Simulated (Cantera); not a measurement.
Feed: 1 mol SiCl4, 9.6 mol N2, a varied amount of H2, held at 1550 K and 3.20 mbar.

Method: chemical equilibrium by Gibbs-energy minimisation in Cantera with the NASA 1993 tables (ideal gas, pure condensed phases). Candidate condensed phases: NH4Cl, Si, Si3N4; 28 gas species. Rates play no part.

Task: What share of the Si ends up in condensed phases as a function of n(H2) (mol), at 4.1, 5.3, 6.8, 8.8, 11, 15, 19, 24, 31, 40?

Result: 
```json
[
 {"n(H2) (mol)": "4.1", "Si condensed (%)": "11.8", "as": "Si3N4(s)"},
 {"n(H2) (mol)": "5.3", "Si condensed (%)": "20.7", "as": "Si3N4(s)"},
 {"n(H2) (mol)": "6.8", "Si condensed (%)": "28.7", "as": "Si3N4(s)"},
 {"n(H2) (mol)": "8.8", "Si condensed (%)": "36.2", "as": "Si3N4(s)"},
 {"n(H2) (mol)": "11", "Si condensed (%)": "42.1", "as": "Si3N4(s)"},
 {"n(H2) (mol)": "15", "Si condensed (%)": "49.3", "as": "Si3N4(s)"},
 {"n(H2) (mol)": "19", "Si condensed (%)": "54.1", "as": "Si3N4(s)"},
 {"n(H2) (mol)": "24", "Si condensed (%)": "58.2", "as": "Si3N4(s)"},
 {"n(H2) (mol)": "31", "Si condensed (%)": "62.2", "as": "Si3N4(s)"},
 {"n(H2) (mol)": "40", "Si condensed (%)": "65.6", "as": "Si3N4(s)"}
]
```
